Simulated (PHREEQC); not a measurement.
Consider water at 75 °C with 58 mmol/kgw CuCl2, 0.066 mmol/kgw HBF4 and 2.4 mmol/kgw Na2SO4. Closed to the air; pH follows from the charge balance.

Equilibrium calculation in PHREEQC: ion-association model, phreeqc.dat.

Precipitation was switched off in this run.

**Question.** Estimate the pH, ionic strength, density.

**Answer.** pH 3.73; ionic strength 0.129 mol/kgw; density 0.982 g/cm³.

**Question.** In which forms is S present?

**Answer.** SO4-2 51 %, CuSO4 47 %, HSO4- 1.3 % of the S.

Away from 25 °C the constants follow the database's enthalpies or fits; those with neither stay at their 25 °C values. Real BF4- forms and hydrolyses slowly; the run takes it at equilibrium.
